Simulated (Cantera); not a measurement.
An adiabatic, constant-volume homogeneous reactor starts with H2 : O2 : N2 = 1 : 1.52 : 8.8 (molar parts), equivalence ratio 0.33, at 1475 K and 1050 Torr.

Model: the H2/O2 subset of GRI-Mech 3.0, which has no nitrogen chemistry, integrated in Cantera.

Problem. Predict: time of steepest temperature rise; temperature at 9.00 s; equilibrium temperature; x(H2) at 9.00 s; x(O2) at 9.00 s; x(H) at 9.00 s; x(OH) at 9.00 s; x(O) at 9.00 s; x(H2O) at 9.00 s.

Solution. 
```
Property                                                               Value
---------------------------------  -----------------------------------------
time of steepest temperature rise                                    17.1 µs
temperature at 9.00 s                                                 2227 K
equilibrium temperature                                               2227 K
x(H2) at 9.00 s                    0.000282 (gas-phase equilibrium 0.000282)
x(O2) at 9.00 s                        0.0930 (gas-phase equilibrium 0.0930)
x(H) at 9.00 s                       7.80e-5 (gas-phase equilibrium 7.80e-5)
x(OH) at 9.00 s                      0.00361 (gas-phase equilibrium 0.00361)
x(O) at 9.00 s                     0.000691 (gas-phase equilibrium 0.000691)
x(H2O) at 9.00 s                       0.0902 (gas-phase equilibrium 0.0902)
```
